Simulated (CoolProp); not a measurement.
n-perfluorobutane along the isotherm 121.05 °C: fugacity coefficient from the reference equation and from simpler models built on Tc = 113.2 °C, pc = 2.322 MPa, ω = 0.372; each cubic takes its own stable root.

Computed with CoolProp (reference Helmholtz-energy equation of state, Gao 2022).

```csv
p (MPa),phase,reference,van der Waals,Redlich-Kwong,Soave-Redlich-Kwong,Peng-Robinson
0.0316,gas,0.9959,0.9962,0.9956,0.9957,0.9952
0.0464,gas,0.9940,0.9944,0.9936,0.9937,0.9929
0.0681,gas,0.9912,0.9917,0.9906,0.9907,0.9896
0.1,gas,0.9871,0.9878,0.9862,0.9864,0.9848
0.147,gas,0.9811,0.9821,0.9797,0.9800,0.9777
0.215,gas,0.9724,0.9739,0.9704,0.9708,0.9675
0.316,gas,0.9594,0.9617,0.9566,0.9572,0.9524
0.464,gas,0.9405,0.9438,0.9365,0.9374,___
0.681,gas,0.9128,0.9176,0.9074,___,0.8989
1,gas,___,0.8792,0.8649,0.8669,___
1.47,gas,___,0.8223,0.8031,0.8060,0.7878
2.15,gas,0.7221,0.7371,0.7131,0.7178,0.6950
3.16,supercritical,0.5720,0.5892,0.5660,0.5758,0.5519
4.64,supercritical,0.4344,0.4646,0.4363,___,0.4218
6.81,supercritical,0.3415,0.3837,0.3480,0.3560,0.3320
10,supercritical,0.2829,0.3392,0.2922,0.2994,0.2734
```

Question: Some entries are withheld; supply them.

Answer: 
- 0.464, Peng-Robinson: 0.9305
- 0.681, Soave-Redlich-Kwong: 0.9087
- 1, reference: 0.8720
- 1, Peng-Robinson: 0.8533
- 1.47, reference: 0.8117
- 4.64, Soave-Redlich-Kwong: 0.4453
